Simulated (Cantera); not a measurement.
Cantera run:

```python
import numpy as np
import cantera as ct

gas_names = """
    H HO2 H2 H2O H2O2 H2S H2SO4 O OH O2 O3 S SH SO SO2 SO3 S2 S2O S8
""".split()
cond_names = """
    H2O(s) H2O(L) H2SO4(L) S(cr1) S(cr2) S(L)
""".split()


def load(file, names, dense=False):
    # The tables refer to 1 bar. Condensed volumes are neglected.
    table = {s.name: s for s in ct.Species.list_from_file(file)}
    out = []
    for n in names:
        d = dict(table[n].input_data)
        d["thermo"] = dict(d["thermo"], **{"reference-pressure": 1e5})
        if dense:
            d["equation-of-state"] = {"model": "constant-volume", "density": "1e6 g/cm^3"}
        out.append(ct.Species.from_dict(d))
    return out


gas = ct.Solution(thermo="ideal-gas", species=load("nasa_gas.yaml", gas_names))
cond = {s.name: ct.Solution(thermo="fixed-stoichiometry", species=[s], name=s.name)
        for s in load("nasa_condensed.yaml", cond_names, dense=True)}
atoms = {
    'SO2': {'S': 1, 'O': 2},
    'H2O': {'H': 2, 'O': 1},
    'O2': {'O': 2},
}
top_T = {}  # K; cautious upper limits of use, not melting points


def equilibrate(T, P, feed):
    n = {}
    for name, mol in feed.items():
        for a, k in atoms[name].items():
            n[a] = n.get(a, 0.0) + k * mol
    gas.TPX = T, P, n
    mass = sum(n.values()) * gas.mean_molecular_weight
    gas.equilibrate("TP")
    valid = [c for c in cond.values() if c.min_temp <= T <= top_T.get(c.name, c.max_temp)]
    mix = ct.Mixture([(gas, mass / gas.mean_molecular_weight)] + [(c, 0.0) for c in valid])
    mix.T, mix.P = T, P
    mix.equilibrate("TP", solver="vcs", rtol=1e-11, max_steps=5000)
    return mix


results = []
feed = {'SO2': 1, 'H2O': 0.11, 'O2': 0.041}  # mol
P = 6900  # Pa
for T in [1800, 2000, 2200, 2400, 2600, 2800, 3000, 3200]:
    mix = equilibrate(T, P, feed)
    results.append((T, P, feed, dict(zip(mix.species_names, mix.species_moles))))

top = {s: max(r[3][s] / sum(r[3][g] for g in gas_names) for r in results) for s in gas_names}
cols = sorted((s for s in top if top[s] > 1e-05), key=lambda s: -top[s])[:5]
seen = [c for c in cond_names if any(r[3].get(c, 0) > 1e-12 for r in results)]
print("log10 of partial pressures in bar; condensed amounts in mol")
print(f"{'T/K':>10s}" + "".join(f"{s[:9]:>10s}" for s in cols + seen))
for T, P, feed, n in results:
    ng = sum(n[g] for g in gas_names)
    print(f"{T:10.4g}" + "".join(f"{np.log10(max(n[s] / ng * P / 1e5, 1e-99)):10.3f}" for s in cols)
          + "".join(f"{n.get(c, 0):10.4g}" for c in seen))
```

Result:

```
log10 of partial pressures in bar; condensed amounts in mol
       T/K       SO2         O        SO        O2       H2O
      1800    -1.223    -5.221    -4.620    -2.613    -2.183
      2000    -1.225    -4.476    -3.751    -2.603    -2.190
      2200    -1.233    -3.847    -3.067    -2.558    -2.211
      2400    -1.259    -3.285    -2.552    -2.446    -2.263
      2600    -1.317    -2.780    -2.182    -2.294    -2.374
      2800    -1.430    -2.345    -1.929    -2.159    -2.587
      3000    -1.623    -1.991    -1.783    -2.089    -2.963
      3200    -1.928    -1.725    -1.746    -2.117    -3.535
```

Cantera equilibrium calculation (NASA polynomials, part measured and part estimated; ideal gas, pure solids and liquids).
